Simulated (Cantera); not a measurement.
What does this Cantera script print?

```python
import numpy as np
import cantera as ct

gas_names = """
    P4O10 O3 P2
""".split()
cond_names = """

""".split()


def load(file, names, dense=False):
    # The tables refer to 1 bar. Condensed volumes are neglected.
    table = {s.name: s for s in ct.Species.list_from_file(file)}
    out = []
    for n in names:
        d = dict(table[n].input_data)
        d["thermo"] = dict(d["thermo"], **{"reference-pressure": 1e5})
        if dense:
            d["equation-of-state"] = {"model": "constant-volume", "density": "1e6 g/cm^3"}
        out.append(ct.Species.from_dict(d))
    return out


species = {s.name: s for s in load("nasa_gas.yaml", gas_names) + load("nasa_condensed.yaml", cond_names)}
# Each term lists the table entries of one substance; the one whose range holds T is used.
reactions = {
    '3 P4O10(g) = 10 O3(g) + 6 P2(g)':
        [(-3, ['P4O10']), (10, ['O3']), (6, ['P2'])],
}


def pick(names, T):
    return next(species[n] for n in names if species[n].thermo.min_temp <= T <= species[n].thermo.max_temp)


results = []
for label, terms in reactions.items():
    print(label)
    print("     T/K   dH/kJ  dS/(J/K)   dG/kJ   log10 K")
    for T in [300, 2700, 2725, 2750, 2775, 2800, 2825, 2850, 2875, 2900, 2925]:
        used = [(nu, pick(names, T)) for nu, names in terms]
        dH = sum(nu * s.thermo.h(T) for nu, s in used) / 1e6
        dS = sum(nu * s.thermo.s(T) for nu, s in used) / 1e3
        dG = dH - T * dS / 1e3
        logK = -dG * 1e6 / (ct.gas_constant * T * np.log(10))
        results.append((label, T, dH, dS, dG, logK, [s.name for _, s in used]))
        print(f"{T:8g} {dH:8.1f} {dS:8.1f} {dG:8.1f} {logK:8.2f}")
```

Output:

```
3 P4O10(g) = 10 O3(g) + 6 P2(g)
     T/K   dH/kJ  dS/(J/K)   dG/kJ   log10 K
     300  10992.3   2487.1  10246.2 -1783.99
    2700  10800.0   2297.3   4597.4   -88.94
    2725  10802.3   2298.1   4540.0   -87.02
    2750  10804.6   2298.9   4482.5   -85.14
    2775  10807.0   2299.8   4425.0   -83.29
    2800  10809.6   2300.7   4367.5   -81.48
    2825  10812.3   2301.7   4310.0   -79.69
    2850  10815.1   2302.7   4252.4   -77.94
    2875  10817.9   2303.7   4194.8   -76.21
    2900  10820.9   2304.7   4137.2   -74.52
    2925  10824.0   2305.8   4079.6   -72.85
```

Standard-state values (1 bar) from the NASA 1993 polynomials, evaluated with Cantera. Condensed species are held in their standard states even where they would react or evaporate.
